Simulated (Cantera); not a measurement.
A Cantera script and its output.

```python
import numpy as np
import cantera as ct

gas = ct.Solution("gri30.yaml")
gas.TPX = 350, 500000, {'CO': 1, 'H2': 0.32, 'CH4': 0.13, 'O2': 1.42, 'N2': 5.32}
inlet = ct.Reservoir(gas, clone=True)
gas.equilibrate("HP")  # start burning
reactor = ct.IdealGasConstPressureReactor(gas, energy="on", clone=False)
exhaust = ct.Reservoir(gas, clone=True)
tau = [0.46, 0.18, 0.068, 0.026, 0.01, 0.0039, 0.0015, 0.00057, 0.00022, 8.5e-05][0]
for a, b in ((inlet, reactor), (reactor, exhaust)):
    ct.MassFlowController(a, b, mdot=lambda t: reactor.mass / tau)
net = ct.ReactorNet([reactor])
show = ['CO', 'H2', 'CH4', 'C2H4', 'HCO', 'NO2']

rows = []
print(f"{'tau/s':>10s}{'T/K':>9s}" + "".join(f"{s:>11s}" for s in show))
for tau in [0.46, 0.18, 0.068, 0.026, 0.01, 0.0039, 0.0015, 0.00057, 0.00022, 8.5e-05]:
    net.initial_time = 0.0
    net.advance(30 * tau)
    before = gas.X
    net.advance(40 * tau)
    drift = np.max(np.abs(gas.X - before) / (gas.X + 1e-9))
    rows.append([gas.T, *gas[show].X, drift])
    print(f"{tau:10.3e}{gas.T:9.1f}" + "".join(f"{x:11.3e}" for x in gas[show].X))
```

It prints:

```
     tau/s      T/K         CO         H2        CH4       C2H4        HCO        NO2
 4.600e-01   2001.0  4.006e-04  4.265e-05  1.550e-07  5.042e-13  2.188e-10  2.191e-06
 1.800e-01   2001.3  4.762e-04  4.813e-05  3.734e-07  2.826e-12  5.556e-10  1.120e-06
 6.800e-02   2000.0  6.569e-04  6.137e-05  8.784e-07  1.444e-11  1.470e-09  6.052e-07
 2.600e-02   1996.3  1.047e-03  9.061e-05  1.877e-06  5.627e-11  3.863e-09  4.021e-07
 1.000e-02   1988.7  1.822e-03  1.500e-04  3.693e-06  1.667e-10  1.018e-08  3.201e-07
 3.900e-03   1975.0  3.248e-03  2.599e-04  6.896e-06  3.989e-10  2.666e-08  2.658e-07
 1.500e-03   1950.8  5.840e-03  4.573e-04  1.290e-05  8.518e-10  7.121e-08  1.995e-07
 5.700e-04   1909.0  1.040e-02  7.913e-04  2.496e-05  1.739e-09  1.928e-07  1.305e-07
 2.200e-04   1840.4  1.809e-02  1.300e-03  5.157e-05  3.733e-09  5.113e-07  8.205e-08
 8.500e-05   1718.7  3.267e-02  2.064e-03  1.328e-04  1.128e-08  1.353e-06  4.944e-08
```

Detailed kinetics in Cantera: GRI-Mech 3.0 (53 species, 325 reactions).
